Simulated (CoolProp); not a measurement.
Saturation properties of R123 (Tc = 183.7 °C, pc = 36.62 bar, ω = 0.282).

Values from CoolProp's reference Helmholtz-energy equation of state, Younglove 1994. It is a modified Benedict-Webb-Rubin equation, recast in Helmholtz form.

| T (°C) | p (bar) | liquid density (kg/m³) | enthalpy of vaporisation (kJ/kg) | liquid cp (kJ/(kg K)) | vapour viscosity (µPa s) |
|---|---|---|---|---|---|
| -11.95 | 0.1835 | 1555 | 186.0 | 0.9769 | 9.39 |
| -1.55 | 0.3040 | 1530 | 182.0 | 0.9885 | 9.78 |
| 8.95 | 0.4838 | 1504 | 177.9 | 1.001 | 10.2 |
| 19.35 | 0.7373 | 1478 | 173.7 | 1.013 | 10.5 |
| 29.85 | 1.090 | 1451 | 169.3 | 1.026 | 10.9 |
| 40.25 | 1.558 | 1424 | 164.8 | 1.039 | 11.3 |
| 50.75 | 2.174 | 1396 | 160.1 | 1.053 | 11.6 |
| 61.15 | 2.954 | 1367 | 155.2 | 1.068 | 12.0 |
| 71.65 | 3.942 | 1336 | 149.9 | 1.085 | 12.3 |
| 82.05 | 5.148 | 1305 | 144.4 | 1.104 | 12.7 |

It boils at 27.8 °C under 1 atm.

Viscosity comes from a separate model (Tanaka 1996).
